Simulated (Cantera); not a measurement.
A Cantera script and what it prints.

```python
import numpy as np
import cantera as ct

gas_names = [...]  # 95 gases of nasa_gas.yaml made of C, F, H
cond_names = """
    C(gr) C6H6(L) C7H8(L) C8H18(L),n-octa
""".split()


# ... load() reads the species with a 1 bar reference pressure and builds the phases ...
atoms = {
    'CHF3': {'C': 1, 'H': 1, 'F': 3},
    'H2': {'H': 2},
}
top_T = {'C(gr)': 4500}  # K; cautious upper limits of use, not melting points


# ... equilibrate(T, P, feed) seeds the gas with the atoms and calls Mixture.equilibrate('TP', solver="vcs", rtol=1e-11, max_steps=5000) ...
results = []
T = 3298.15  # K
P = 1333.22  # Pa
for m in [0.28, 0.36, 0.47, 0.61, 0.79, 1, 1.3, 1.7, 2.2, 2.9, 3.7, 4.8]:
    feed = {'CHF3': 1, 'H2': m}  # mol
    mix = equilibrate(T, P, feed)
    results.append((T, P, feed, dict(zip(mix.species_names, mix.species_moles))))

top = {s: max(r[3][s] / sum(r[3][g] for g in gas_names) for r in results) for s in gas_names}
cols = sorted((s for s in top if top[s] > 0.0001), key=lambda s: -top[s])[:9]
seen = [c for c in cond_names if any(r[3].get(c, 0) > 1e-12 for r in results)]
print("log10 of partial pressures in bar; condensed amounts in mol")
print(f"{'n(H2)':>10s}" + "".join(f"{s[:9]:>10s}" for s in cols + seen))
for T, P, feed, n in results:
    ng = sum(n[g] for g in gas_names)
    print(f"{feed['H2']:10.4g}" + "".join(f"{np.log10(max(n[s] / ng * P / 1e5, 1e-99)):10.3f}" for s in cols)
          + "".join(f"{n.get(c, 0):10.4g}" for c in seen))
```

It prints:

```
log10 of partial pressures in bar; condensed amounts in mol
     n(H2)         H        HF         F        C3        CF        H2         C        C2       C2H
      0.28    -2.968    -2.337    -2.242    -3.116    -3.223    -5.057    -3.463    -3.797    -5.004
      0.36    -2.905    -2.308    -2.276    -3.118    -3.258    -4.932    -3.463    -3.798    -4.943
      0.47    -2.826    -2.277    -2.324    -3.122    -3.307    -4.774    -3.465    -3.801    -4.867
      0.61    -2.736    -2.248    -2.386    -3.130    -3.372    -4.592    -3.467    -3.806    -4.781
      0.79    -2.634    -2.226    -2.465    -3.145    -3.456    -4.389    -3.472    -3.816    -4.689
         1    -2.535    -2.216    -2.555    -3.167    -3.553    -4.191    -3.480    -3.831    -4.606
       1.3    -2.424    -2.222    -2.671    -3.207    -3.683    -3.970    -3.493    -3.857    -4.522
       1.7    -2.321    -2.249    -2.802    -3.265    -3.833    -3.763    -3.512    -3.896    -4.457
       2.2    -2.236    -2.294    -2.931    -3.337    -3.986    -3.594    -3.536    -3.944    -4.420
       2.9    -2.163    -2.358    -3.069    -3.429    -4.155    -3.447    -3.567    -4.006    -4.408
       3.7    -2.111    -2.426    -3.188    -3.522    -4.305    -3.344    -3.598    -4.068    -4.419
       4.8    -2.068    -2.507    -3.313    -3.632    -4.466    -3.256    -3.635    -4.141    -4.448
```

Equilibrium computed with Cantera from the NASA thermochemical tables; the gas is ideal and each condensed phase is pure.
